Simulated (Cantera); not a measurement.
A freely propagating, adiabatic, planar premixed flame of H₂ : O₂ : N₂ : H₂O = 1 : 0.685 : 2.58 : 1 (molar parts), unburnt at 600 K and 1.00 atm; mixture-averaged transport, grid criteria slope 0.08 and curve 0.16, no radiation.

Model: the H2/O2 subset of GRI-Mech 3.0, which has no nitrogen chemistry, integrated in Cantera. Burning velocities carry a grid error of a few per cent, more on coarse grids.

x: mole fraction of selected species; z is measured from the peak of heat release.

```csv
z (mm),T (K),u (m/s),x H₂,x O₂,x H₂O,x H₂O₂,x OH,x O
-1.20,600,2.80,0.190,0.130,0.190,<1e-8,<1e-8,<1e-8
-0.798,600,2.80,0.189,0.130,0.190,<1e-8,<1e-8,<1e-8
-0.598,600,2.80,0.188,0.130,0.190,1.90e-8,<1e-8,<1e-8
-0.399,602,2.79,0.184,0.131,0.192,(withheld),<1e-8,(withheld)
-0.199,655,2.97,0.160,0.132,0.202,2.54e-5,2.82e-5,7.42e-6
-0.0997,865,3.83,0.125,0.125,0.232,4.45e-5,0.000479,0.000186
0,1183,5.14,0.0765,0.0996,0.290,1.58e-5,0.00177,0.00162
0.0997,1417,6.12,0.0388,0.0704,0.343,6.17e-6,0.00491,0.00367
0.199,1551,6.67,0.0226,0.0554,0.368,3.81e-6,0.00760,0.00428
0.399,1683,7.20,0.0141,0.0473,0.385,1.97e-6,0.00895,0.00347
0.798,1788,7.61,0.00871,0.0436,0.397,1.03e-6,0.00805,0.00202
1.60,1854,7.86,0.00442,0.0417,0.406,5.85e-7,0.00614,0.000965
3.19,1890,7.99,(withheld),0.0410,0.411,(withheld),(withheld),(withheld)
```

**Question.** Some entries are withheld; supply them.

**Answer.** 
- -0.399, x H₂O₂: 4.71e-7
- -0.399, x O: 3.84e-8
- 3.19, x H₂: 0.00186
- 3.19, x H₂O₂: 3.27e-7
- 3.19, x OH: 0.00414
- 3.19, x O: 0.000397
